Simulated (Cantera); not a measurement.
A closed system holds: 1 mol Al, 5.8 mol Cl₂, 20 mol H₂, at 1248 K and 0.0100 bar.

These are equilibrium values from Cantera (NASA tables, ideal gas, pure condensed phases), not measurements of a reactor. Candidate condensed phases: Al, AlCl₃; 12 gas species. The tables' values for AlCl₂ are old estimates; treat these amounts as uncertain. The numbers say what is thermodynamically allowed, not how fast it happens.

Base state: H₂ 0.620, HCl 0.340, AlCl₃ 0.0394, AlCl₂ 7.28e-5 (mole fractions); condensed: gas only.

Problem. What changes in the equilibrium state with this change: Cl₂ from 5.8 to 1.4 mol?

Solution. 
| species | before | after |
|---|---|---|
| H₂ | 0.620 | 0.944 |
| AlCl₃ | 0.0394 | 0.0367 |
| HCl | 0.340 | 0.00856 |
| AlCl | 3.30e-6 | 0.00736 |
| AlCl₂ | 7.28e-5 | 0.00332 |

Problem. What changes in the equilibrium state with this change: H₂ from 20 to 1.6 mol?

Solution. 
| species | before | after |
|---|---|---|
| HCl | 0.340 | 0.453 |
| Cl₂ | <1e-9 | 0.359 |
| AlCl₃ | 0.0394 | 0.142 |
| H₂ | 0.620 | 1.56e-9 |
| Cl | 1.72e-6 | 0.0459 |
| AlCl₂ | 7.28e-5 | 9.82e-9 |
